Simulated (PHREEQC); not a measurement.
**Copper plating or etch bath**

A solution holds 0.055 mol/kgw CuCl2, at 25 °C. It is in equilibrium with CO2 at log p = -3.4 (atm). Otherwise closed; pH follows from the charge balance.

Computed with PHREEQC (ion-association model, phreeqc.dat).

No solid was allowed to form.

### Question
What pH, ionic strength, density does the model give?

### Answer
pH 4.37; ionic strength 0.155 mol/kgw; density 1.004 g/cm³.

### Question
In which forms is C present?

### Answer
CO2 88 %, CuHCO3+ 11 %, HCO3- 1.2 % of the C.
